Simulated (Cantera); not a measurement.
A Cantera script and what it prints.

```python
import numpy as np
import cantera as ct

gas_names = """
    H HNO HNO2 HNO3 HO2 H2 H2O H2O2 N NH NH2 NH3 NH2OH NO NO2 NO3 N2 N2H2 N2H4 N2O O OH O2 O3 Si SiH
    SiH2 SiH3 SiH4 SiN SiO SiO2 Si2 Si2N Si3
""".split()
cond_names = """
    H2O(s) H2O(L) Si(cr) Si(L) SiO2(Lqz) SiO2(hqz) SiO2(L) Si2N2O(s) Si3N4(a)
""".split()


# ... load() reads the species with a 1 bar reference pressure and builds the phases ...
atoms = {
    'Si3N4': {'Si': 3, 'N': 4},
    'N2O': {'N': 2, 'O': 1},
    'H2': {'H': 2},
}
top_T = {'Si2N2O(s)': 2100, 'Si3N4(a)': 2400}  # K; cautious upper limits of use, not melting points


# ... equilibrate(T, P, feed) seeds the gas with the atoms and calls Mixture.equilibrate('TP', solver="vcs", rtol=1e-11, max_steps=5000) ...
results = []
feed = {'Si3N4': 1, 'N2O': 0.37, 'H2': 37}  # mol
T = 1198  # K
P = 2000  # Pa
mix = equilibrate(T, P, feed)
results.append((T, P, feed, dict(zip(mix.species_names, mix.species_moles))))
x = sorted(zip(gas.X, gas.species_names), reverse=True)
print(f"T = {T:g} K  P = {P:g} Pa  gas = {mix.phase_moles(0):.4g} mol")
print("   x: " + "  ".join(f"{s} {v:.3e}" for v, s in x if v > 1e-06))
print("   condensed (mol): " + ("  ".join(f"{mix.phase(i).name} {mix.phase_moles(i):.4g}"
      for i in range(1, mix.n_phases) if mix.phase_moles(i) > 1e-12) or "none"))
```

It prints:

```
T = 1198 K  P = 2000 Pa  gas = 37.49 mol
   x: H2 9.868e-01  N2 1.316e-02  H 1.335e-06
   condensed (mol): Si2N2O(s) 0.37  Si3N4(a) 0.7533
```

Method: chemical equilibrium by Gibbs-energy minimisation in Cantera with the NASA 1993 tables (ideal gas, pure condensed phases). Mutual solubility and eutectic melting of coexisting phases are not modelled.
